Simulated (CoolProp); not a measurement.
Saturated liquid density (kg/m³) of n-perfluorohexane: the reference equation beside estimates from Tc = 448.0 K, pc = 1.742 MPa, ω = 0.497. Rackett uses Z = 0.29056 − 0.08775 ω.

The numbers come from the reference Helmholtz-energy equation of state, Gao 2022 in CoolProp.

| T (K) | reference | Rackett | van der Waals | Redlich-Kwong | Soave-Redlich-Kwong | Peng-Robinson |
|---|---|---|---|---|---|---|
| 306 | 1653 | 1752 | 915.3 | 1331 | 1434 | 1620 |
| 318 | 1617 | 1709 | 894.3 | 1294 | 1399 | 1583 |
| 330.1 | 1579 | 1663 | 872.1 | 1254 | 1362 | 1541 |
| 342.2 | 1539 | 1616 | 848.6 | 1212 | 1321 | 1496 |
| 354.2 | 1498 | 1566 | 823.7 | 1167 | 1276 | 1447 |
| 366.3 | 1453 | 1513 | 796.8 | 1119 | 1227 | 1392 |
| 378.4 | 1404 | 1455 | 767.7 | 1067 | 1172 | 1330 |
| 390.4 | 1351 | 1394 | 736.2 | 1010 | 1110 | 1260 |
| 402.5 | 1289 | 1325 | 700.7 | 946.3 | 1040 | 1179 |

Absolute difference from the reference over all 9 rows, mean and median: Rackett 4.5 and 4.5 %, van der Waals 45.1 and 45.0 %, Redlich-Kwong 22.5 and 22.1 %, Soave-Redlich-Kwong 15.4 and 14.8 %, Peng-Robinson 4.2 and 3.4 %.
